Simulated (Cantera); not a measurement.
## Thermodynamics of chemical vapour transport, feed Si + HCl + H2

Feed: 1 mol Si, 0.03 mol HCl, 3.9 mol H2, held at 1127 °C and 100 Torr.

Cantera equilibrium calculation (NASA polynomials, part measured and part estimated; ideal gas, pure solids and liquids). Candidate condensed phases: Si; 19 gas species. Kinetics and transport are ignored.

| Quantity | Value |
|---|---|
| x(H2) | 0.993 |
| x(HCl) | 0.00730 |
| x(SiCl2) | 0.000159 |
| x(H) | 1.33e-5 |
| x(SiCl3) | 2.11e-6 |
| x(SiH2Cl2) | 1.66e-6 |
| x(SiHCl3) | 1.15e-6 |
| n(Si(s)) | 0.999 mol |
| gas amount | 3.930 mol |
